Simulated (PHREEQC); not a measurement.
A solution holds 0.02 mol/kgw HCl, 0.0022 mol/kgw FeSO4 and 0.12 mol/kgw Fe2(SO4)3, at 20 °C. Closed to the air; pH follows from the charge balance.

Equilibrium calculation in PHREEQC: ion-association model, phreeqc.dat.

**Question.** The ionic strength comes out as 0.331 mol/kgw. What activity coefficients do H+, Fe(SO4)2-, FeOH+2, Cl-, FeCl+ get?

**Answer.** H+ 0.78, Fe(SO4)2- 0.73, FeOH+2 0.25, Cl- 0.68, FeCl+ 0.73.

Precipitation was switched off in this run. Examples of supersaturated solids here: Hematite (slow to form), Goethite (slow to form). Others may be too. Complexes and solids missing from the database can't appear.
